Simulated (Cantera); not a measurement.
Feed: 1 mol SiH2Cl2, 5.8 mol H2, held at 1525 K and 74.0 mbar.

These are equilibrium values from Cantera (NASA tables, ideal gas, pure condensed phases), not measurements of a reactor. Candidate condensed phases: Si; 19 gas species. The tables' values for SiCl3 are old estimates; treat these amounts as uncertain. Rates play no part.

Base state: H2 0.815, HCl 0.121, SiCl2 0.0584, SiCl3 0.00451, SiCl4 0.00103, SiHCl3 0.000790, SiH2Cl2 9.72e-5, H 7.85e-5 (mole fractions); condensed: Si(s).

Q: What changes in the equilibrium state with this change: H2 from 5.8 to 130 mol?

A: 
| species | before | after |
|---|---|---|
| H2 | 0.815 | 0.985 |
| HCl | 0.121 | 0.0139 |
| SiCl2 | 0.0584 | 0.000637 |
| SiCl4 | 0.00103 | 1.23e-7 |
| SiCl3 | 0.00451 | 5.14e-6 |
| SiHCl3 | 0.000790 | 9.92e-7 |
| SiH2Cl2 | 9.72e-5 | 1.28e-6 |
| Si(s), mol | 0.497 | 0.914 |

Q: What changes in the equilibrium state with this change: temperature from 1525 K to 1175 K?

A: 
```csv
species,before,after
H2,0.815,0.879
HCl,0.121,0.0587
SiCl4,0.00103,0.0345
SiCl2,0.0584,0.00893
SiHCl3,0.000790,0.0122
H,7.85e-5,4.23e-7
SiH2Cl2,9.72e-5,0.000553
SiCl3,0.00451,0.00562
"Si(s), mol",0.497,0.541
```
